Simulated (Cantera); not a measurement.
Cantera with NASA thermochemical tables; ideal gases at 1 bar, condensed phases pure. Values are per mole of reaction as written; species without (g) are pure solids or liquids, kept so even where they would boil at 1 bar.

Problem. Between 300 and 673 K, where is each reaction favourable under standard conditions?
- Pb + Cl2(g) → PbCl2(g)
- 2 K + Cl2(g) → 2 KCl(g)
- 2 Cs + Cl2(g) → 2 CsCl

Solution. 
- Pb + Cl2(g) → PbCl2(g): ΔG° is -183 kJ at 300 K and -192 kJ at 673 K; it stays negative (K > 1). ΔH° is -182 kJ and ΔS° 15 J/K at 673 K.
- 2 K + Cl2(g) → 2 KCl(g): ΔG° is -467 kJ at 300 K and -505 kJ at 673 K; it stays negative (K > 1). ΔH° is -443 kJ and ΔS° 93 J/K at 673 K.
- 2 Cs + Cl2(g) → 2 CsCl: ΔG° is -828 kJ at 300 K and -754 kJ at 673 K; it stays negative (K > 1). ΔH° is -884 kJ and ΔS° -194 J/K at 673 K.
